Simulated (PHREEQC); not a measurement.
A PHREEQC speciation (ion-association model, wateq4f.dat) at 25 °C gives pH 5.89 and these molalities:

```json
[
 {"species": "Cl-", "mol/kgw": "0.0152"},
 {"species": "Cd+2", "mol/kgw": "0.00537"},
 {"species": "CdCl+", "mol/kgw": "0.00442"},
 {"species": "CdCl2", "mol/kgw": "0.000209"},
 {"species": "CdCl3-", "mol/kgw": "2.00e-6"},
 {"species": "H+", "mol/kgw": "1.46e-6"},
 {"species": "CdOHCl", "mol/kgw": "1.22e-6"}
]
```

Problem. What are the element totals, and what could have been dissolved in 1 kg of water to give them?

Solution. Several could match; the one computed here: totals Cd 0.0100, Cl 0.0200 mol/kgw, from 0.01 mol CdCl2 per kg of water.

This is a speciation only: nothing precipitates in the calculation.
